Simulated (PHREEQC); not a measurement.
Synthetic water in mmol/kgw, 20 °C, pH 8.58, pe 13:

```tsv
constituent	mmol/kgw
Na	1.29
K	0.384
Ca	1.9
Mg	0.24
Cl	1.13
S(6)	2.2
Alkalinity (meq/kgw)	0.324
Ni	0.0318
F	0.169
Zn	0.00172
Si	0.0181
N(5)	0.0039
Br	0.0081
```

Valence states are taken as typed.

Model: ion-association model, wateq4f.dat, run in PHREEQC.

- ionic strength = 0.00903 mol/kgw
- charge-balance error = -0.1 %

| species | molality | activity | log γ |
|---|---|---|---|
| O2 | 0.0357 | 0.0358 | 0.001 |
| SO4-2 | 0.00188 | 0.00128 | -0.167 |
| Ca+2 | 0.00162 | 0.00111 | -0.165 |
| Na+ | 0.00128 | 0.00116 | -0.042 |
| Cl- | 0.00113 | 0.00102 | -0.043 |
| K+ | 0.000381 | 0.000345 | -0.043 |
| CaSO4 | 0.000270 | 0.000270 | 0.001 |
| HCO3- | 0.000232 | 0.000211 | -0.041 |
| Mg+2 | 0.000201 | 0.000139 | -0.162 |
| F- | 0.000166 | 0.000150 | -0.043 |
| MgSO4 | 3.64e-5 | 3.65e-5 | 0.001 |
| NiCO3 | 2.94e-5 | 2.95e-5 | 0.001 |
| H4SiO4 | 1.72e-5 | 1.72e-5 | 0.001 |

This is a speciation only: nothing precipitates in the calculation. Saturation is exceeded, for instance for Ni(OH)2, Fluorite; the values hold only as long as no solid forms. SiF6-2 is the database's only silicon fluoride. The database's nickel carbonate constants are estimates that later reviews lower a good deal. The database's zinc carbonate complexes are estimates, stronger than later reviews accept.
